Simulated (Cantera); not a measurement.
Charge: 1 mol SiH4, 0.71 mol O2, 11 mol H2, 4.6 mol NO, at 1648.15 K and 9.30 Pa.

Equilibrium computed with Cantera from the NASA thermochemical tables; the gas is ideal and each condensed phase is pure. Candidate condensed phases: H2O, Si, SiO2, Si2N2O, Si3N4; 35 gas species. The tables hold silica as quartz up to 1696 K and as liquid above; real silica turns to tridymite and cristobalite and melts near 1996 K. The numbers say what is thermodynamically allowed, not how fast it happens.

Base state: H2 0.578, H2O 0.263, N2 0.149, H 0.00703, SiO 0.00198, OH 0.000144 (mole fractions); condensed: SiO2(β-quartz).

Question: What changes in the equilibrium state with this change: H2 from 11 to 24 mol?

Answer: 
| species | before | after |
|---|---|---|
| H2 | 0.578 | 0.761 |
| H2O | 0.263 | 0.145 |
| N2 | 0.149 | 0.0806 |
| SiO | 0.00198 | 0.00471 |
| OH | 0.000144 | 6.93e-5 |
| H | 0.00703 | 0.00807 |
| SiO2(β-quartz), mol | 0.970 | 0.866 |
